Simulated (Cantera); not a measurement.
## Low-pressure radical oxidation in H2/O2

An isothermal, constant-pressure homogeneous reactor starts with H2 : O2 : N2 = 0.0061 : 1 : 0.14 (molar parts), at 1150 K and 0.00400 bar.

Detailed kinetics in Cantera: the H2/O2 subset of GRI-Mech 3.0, which has no nitrogen chemistry. Radical loss at walls, strong at low pressure, is not modelled.

```csv
t (s),x H2,x O2,x H2O2,x H,x H2O,x O
3.00e-6,0.00532,0.873,<1e-12,1.42e-12,<1e-12,<1e-12
8.77e-6,0.00532,0.873,<1e-12,4.09e-12,<1e-12,<1e-12
2.56e-5,0.00532,0.873,<1e-12,1.15e-11,<1e-12,<1e-12
7.50e-5,0.00532,0.873,<1e-12,2.99e-11,<1e-12,5.92e-12
0.000219,0.00532,0.873,<1e-12,6.51e-11,1.43e-12,4.08e-11
0.000641,0.00532,0.873,<1e-12,1.07e-10,2.41e-11,2.22e-10
0.00187,0.00532,0.873,<1e-12,1.82e-10,3.14e-10,1.02e-9
0.00548,0.00532,0.873,<1e-12,5.97e-10,4.21e-9,6.22e-9
0.0160,0.00532,0.873,4.84e-12,1.18e-8,1.57e-7,1.53e-7
0.0468,0.00447,0.872,3.05e-9,5.46e-5,0.000649,0.000593
0.137,1.48e-5,0.868,3.20e-9,0.000169,0.00504,0.00465
0.400,1.31e-5,0.868,3.15e-9,0.000146,0.00506,0.00423
1.17,1.02e-5,0.869,3.10e-9,9.94e-5,0.00511,0.00327
3.42,5.61e-6,0.870,2.90e-9,4.00e-5,0.00519,0.00178
10.0,1.79e-6,0.872,2.31e-9,7.17e-6,0.00526,0.000564
```
x: mole fraction; the columns are a selection and need not sum to one.

Equilibrium at this temperature and pressure: H2 3.91e-10, O2 0.872, H2O2 4.73e-12, H 2.35e-11, H2O 0.00534, O 1.24e-7 (gas phase only).
